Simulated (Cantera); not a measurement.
## Thermodynamics of carbothermic reduction, feed Ta2O5 + CH4 + H2

Charge: 1 mol Ta2O5, 5.9 mol CH4, 0.9 mol H2.

Cantera equilibrium calculation (NASA polynomials, part measured and part estimated; ideal gas, pure solids and liquids). Candidate condensed phases: C, C6H6, C7H8, C8H18, H2O, Ta, TaC, Ta2O5; 113 gas species. Mutual solubility and eutectic melting of coexisting phases are not modelled. TaC: taken at fixed stoichiometry. Condensed phases not in the tables: Ta2C, N, O or C dissolved in the metal. The numbers say what is thermodynamically allowed, not how fast it happens.

Stable condensed phases:

```
T in °C \ P in Pa
              10      68     460    3200   22000  150000 1000000
   2252        A       A       A       A       A       A       B
   2052        A       A       A       A       A       B       B
   1852        A       A       A       A       B       B       B
   1652        A       A       C       B       B       B       B
   1452        A       B       B       B       B       B       B
   1252        B       B       B       B       B       B       B
   1052        B       B       B       B       B       B       D
    852        B       B       B       B       D       D       D
    652        B       D       D       D       D       D       E
```

A: Ta + TaC; B: TaC + Ta2O5; C: Ta + TaC + Ta2O5; D: C + TaC + Ta2O5; E: C + Ta2O5.
